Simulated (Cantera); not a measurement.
# Ignition delay

Mixture: 3.77 % CH4, 0.716 % C2H6, 20.1 % O2, 75.4 % N2, at 9.50 bar, adiabatic and at constant volume. Ignition delay is the time to a rise of 400 K.

Computed with Cantera and GRI-Mech 3.0 (53 species, 325 reactions).

```
T0 (K)  delay (ms)
------  ----------
1298         0.232
1373         0.101
1448        0.0498
1523        0.0269
1598        0.0156
1673       0.00948
1748       0.00606
```

apparent activation energy between 1598 and 1748 K: 150 kJ/mol
